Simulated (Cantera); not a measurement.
## Counterflow diffusion flame

A counterflow diffusion flame at 100000 Pa, nozzles 20 mm apart: fuel side 52.6 % CO, 32.1 % H2, 15.3 % N2 at 400 K, oxidiser side 20.0 % O2, 80.0 % N2 at 400 K, fuel mass flux 0.92 times the oxidiser's; mixture-averaged transport, no radiation.

Computed with Cantera and GRI-Mech 3.0 (53 species, 325 reactions). The maximum strain rate includes the flame's own expansion and is several times the mean.

```csv
oxidiser flux (kg/m²/s),max strain (1/s),mean strain (1/s),T max (K),peak x OH,peak x H,peak x NO,peak x CO
0.6,330,81.3,2055,0.00950,0.00949,6.32e-5,0.547
0.96,508,130,2000,0.00956,0.0113,4.79e-5,0.546
1.5,770,203,1944,0.00953,0.0132,3.86e-5,0.545
2.5,1240,339,1876,0.00931,0.0156,3.11e-5,0.545
3.9,1890,529,1813,0.00894,0.0178,2.59e-5,0.545
6.3,2970,854,1739,0.00830,0.0202,2.05e-5,0.545
10,4580,1360,1662,0.00744,0.0220,1.56e-5,0.545
```
x: mole fraction; the columns are a selection and need not sum to one.
